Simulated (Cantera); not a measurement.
An isothermal plug-flow reactor at 1000 K and 503 Torr (inlet), inlet velocity 1.1 m/s, active area per volume 130 1/m; feed 0.233 % CH₄, 2.70 % O₂, 97.1 % N₂.

Detailed kinetics in Cantera: Deutschmann's 1995 Pt surface mechanism with GRI-Mech 3.0 gas chemistry. Catalytic surfaces can have several steady states; this one follows from the mechanism file's or the stated starting coverage. Mass transfer to the wall is taken as infinitely fast.

Problem. Predict: x(CH₄) at z = 0.004 m; x(O₂) at z = 0.004 m; x(H₂O) at z = 0.004 m; x(CO₂) at z = 0.004 m; x(CO) at z = 0.004 m; θ(free Pt) at the exit; θ(O*) at the exit.

Solution. 
- x(CH₄) at z = 0.004 m: 0.00215
- x(O₂) at z = 0.004 m: 0.0267
- x(H₂O) at z = 0.004 m: 0.000368
- x(CO₂) at z = 0.004 m: 0.000182
- x(CO) at z = 0.004 m: 1.39e-6
- θ(free Pt) at the exit: 0.295
- θ(O*) at the exit: 0.705
